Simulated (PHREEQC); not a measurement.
A PHREEQC input (ion-association model, wateq4f.dat):

```
SOLUTION 1
  temp 25
  units mg/L
  pH 6.02 charge
  pe 10.4
  Na 4.81
  K 1.51
  Ca 3.91
  Mg 3.7
  Cl 17.6
  S(6) 5.99 as SO4
  Alkalinity 9.12 as HCO3
  Ba 0.153
END
USE solution 1
EQUILIBRIUM_PHASES 1
  Gypsum 0 0
  CO2(g) -2.5 10
END
```

It stops with these messages:

```
ERROR: pH adustment cannot attain charge balance when alkalinity is fixed.
ERROR: Program terminating due to input errors.
```

The fault: pH asked from the charge balance while alkalinity is fixed. The line should read `pH 6.02` where the input has `pH 6.02 charge`. With the mend the run ends at pH 6.48 and ionic strength 0.00106 mol/kgw.
